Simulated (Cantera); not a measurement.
Input: 1 mol TiO2, 4.2 mol H2, equilibrated at 1698.15 K and 0.100 bar.

Equilibrium computed with Cantera from the NASA thermochemical tables; the gas is ideal and each condensed phase is pure. Candidate condensed phases: H2O, Ti, TiO, TiO2, Ti2O3, Ti3O5, Ti4O7; 12 gas species. Mutual solubility and eutectic melting of coexisting phases are not modelled. Condensed phases not in the tables: Magnéli phases beyond Ti4O7. Equilibrium is a limit: real reactors are often held back by kinetics, nucleation or transport.

Base state: H2 0.944, H2O 0.0554, H 0.000445 (mole fractions); condensed: TiO2(rutile) + Ti4O7(s).

What changes in the equilibrium state with this change: temperature from 1698.15 K to 1400 K?


```tsv
species	before	after
H2	0.944	0.993
H2O	0.0554	0.00727
H	0.000445	1.53e-5
TiO2(rutile), mol	0.0682	0.878
Ti4O7(s), mol	0.233	0.0305
```
